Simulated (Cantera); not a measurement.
A closed system holds: 1 mol Si2Cl6, 42 mol H2, 0.0052 mol Cl2, at 13.3 mbar.

Method: chemical equilibrium by Gibbs-energy minimisation in Cantera with the NASA 1993 tables (ideal gas, pure condensed phases). Candidate condensed phases: Si; 19 gas species. The feed counts by its element totals alone. Rates play no part.

Over these rows the condensed part is Si(s). Partial pressures as log10 of bar:

```
T (K)  1000/T (1/K)  log p SiHCl3  log p H2  log p HCl  log p SiCl4
-----  ------------  ------------  --------  ---------  -----------
925          1.0811         -4.02     -1.90      -3.78        -3.47
1025         0.9756         -4.11     -1.90      -3.42        -3.55
1125         0.8889         -4.28     -1.91      -3.16        -3.77
1225         0.8163         -4.64     -1.92      -3.01        -4.22
1325         0.7547         -5.17     -1.92      -2.96        -4.92
1425         0.7018             ?     -1.92      -2.96        -5.67
```

### Question
Fit log p(SiHCl3) = a + b·(1000/T) to the five rows, give the apparent enthalpy, and predict the row at 1425 K.

### Answer
Means: 1000/T = 0.9033, log p = -4.444. Sxy = 0.222109, Sxx = 0.0666984, so b = 3.33 and a = -4.444 − (3.33)×0.9033 = -7.45.
Apparent enthalpy: −19.145 × (3.33) = -64 kJ/mol. With the condensed phases at unit activity, Si(s) + 3 HCl(g) = SiHCl3(g) + H2(g) links this pressure to the main gases: over the six rows their terms move log p by +2.48 in all, so the slope isn't that reaction's ΔH° alone. The five rows lie within 0.23 of the line; that is curvature, so one enthalpy describes this range poorly.
Prediction at 1425 K: -7.45 + (3.33)×0.7018 = -5.11. The computed value is -5.74, 0.63 from the line.
